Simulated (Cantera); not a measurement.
## Abatement and gas-phase synthesis: CS2 + O2

Charge: 1 mol CS2, 0.2 mol O2, at 75.0 Torr.

Method: chemical equilibrium by Gibbs-energy minimisation in Cantera with the NASA 1993 tables (ideal gas, pure condensed phases). Candidate condensed phases: C, S; 22 gas species. Equilibrium is a limit: real reactors are often held back by kinetics, nucleation or transport.

| T (°C) | x S | x CS2 | x S2 | x CS | x CO | x COS | x C | x C2 |
|---|---|---|---|---|---|---|---|---|
| 1650 | 0.00324 | 0.387 | 0.295 | 0.0340 | 0.279 | 0.00126 | 1.64e-11 | <1e-12 |
| 1800 | 0.00885 | 0.333 | 0.307 | 0.0776 | 0.273 | 0.000856 | 3.65e-10 | 9.29e-12 |
| 1950 | 0.0212 | 0.257 | 0.321 | 0.138 | 0.262 | 0.000606 | 4.65e-9 | 1.39e-10 |
| 2100 | 0.0452 | 0.177 | 0.328 | 0.199 | 0.250 | 0.000440 | 3.79e-8 | 1.14e-9 |
| 2250 | 0.0860 | 0.112 | 0.318 | 0.246 | 0.238 | 0.000321 | 2.20e-7 | 6.14e-9 |
| 2400 | 0.147 | 0.0662 | 0.288 | 0.273 | 0.226 | 0.000233 | 1.00e-6 | 2.49e-8 |
| 2550 | 0.226 | 0.0374 | 0.241 | 0.282 | 0.213 | 0.000166 | 3.86e-6 | 8.55e-8 |
| 2700 | 0.316 | 0.0204 | 0.183 | 0.280 | 0.200 | 0.000115 | 1.32e-5 | 2.70e-7 |
| 2850 | 0.401 | 0.0109 | 0.126 | 0.273 | 0.189 | 7.70e-5 | 4.21e-5 | 8.31e-7 |
| 3000 | 0.469 | 0.00576 | 0.0793 | 0.265 | 0.181 | 5.09e-5 | 0.000127 | 2.58e-6 |
| 3150 | 0.515 | 0.00308 | 0.0473 | 0.259 | 0.175 | 3.36e-5 | 0.000368 | 8.05e-6 |
x: gas mole fraction; nothing condenses.

From 1650 °C to 3150 °C nothing is condensed. The main C-bearing gas is CS2 at 1650 °C and CS at 3150 °C.
